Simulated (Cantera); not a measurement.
Transport properties of process gases

Gas mixture: N₂O = 0.91 (molar parts), at 7500 Torr, frozen composition.

Cantera's kinetic-theory transport with the Lennard-Jones parameters of GRI-Mech 3.0, ideal gas; thermal conductivity in the mixture-averaged form. The composition is frozen, though it would react at the higher temperatures.

```
T (K)  ρ (kg/m³)  cp (J/kg/K)  μ (µPa s)  λ (mW/m/K)     Pr  D (cm²/s) OH  D (cm²/s) CO₂  D (cm²/s) N₂
-----  ---------  -----------  ---------  ----------  -----  ------------  -------------  ------------
400         13.2        970.3       19.5        25.5  0.741        0.0416         0.0195        0.0267
600         8.82         1101       27.3        40.7  0.739        0.0844         0.0410        0.0545
800         6.62         1192       34.0        54.9  0.739         0.138         0.0683        0.0892
1000        5.29         1255       40.0        68.0  0.739         0.201          0.101         0.130
1200        4.41         1294       45.5        80.1  0.735         0.272          0.138         0.177
1400        3.78         1327       50.5        91.4  0.733         0.352          0.179         0.229
```
D: mixture-averaged diffusion coefficient of that species in the mixture.
